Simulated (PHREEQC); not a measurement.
Solution (40 °C and 100 atm): 0.0017 mol MgCl2, 0.023 mol NaHCO3 and 0.0013 mol NaCl per kg of water. Closed to the air; pH follows from the charge balance.

Equilibrium calculation in PHREEQC: ion-association model, phreeqc.dat.

| quantity | before | after |
|---|---|---|
| pH | 7.93 | 8.09 |
| Mg+2 (mol/kgw) | 0.00139 | 0.000163 |
| MgOH+ (mol/kgw) | 9.71e-7 | 2.19e-7 |
| SI of Halite (NaCl) | -5.69 | -7.59 |

### Question
What was changed between the two runs?
(A) NaHCO3 from 0.023 to 0.0207 mol/kgw
(B) diluted 10-fold with water
(C) NaHCO3 left out
(D) NaCl from 0.0013 to 0.00065 mol/kgw
(E) NaCl replaced by NaAlO2 at the same molality

### Answer
B, diluted 10-fold with water

Precipitation was switched off in this run. Under pressure, the constants of complexes without a molar volume in the database are unreliable. Constants without temperature data keep their 25 °C values here.
